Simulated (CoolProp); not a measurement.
Vapour-liquid equilibrium of ethylbenzene (1) + m-xylene (2) at 289.6 K; x and y are mole fractions of (1).

Model: multi-fluid Helmholtz-energy mixture model, Zhou 2012 and Zhou 2012; pair parameters Bell 2016, in CoolProp.

Problem. Give the bubble pressure and the first vapour's composition at x = 0.2, 0.35, 0.65. Is there an azeotrope?

Solution. x = 0.2: 0.0006943 MPa, y = 0.228; x = 0.35: 0.0007114 MPa, y = 0.386; x = 0.65: 0.0007416 MPa, y = 0.679. No azeotrope shows between x = 0.05 and 0.95.

The pair parameters rest on a limited set of measurements; away from them the model extrapolates.
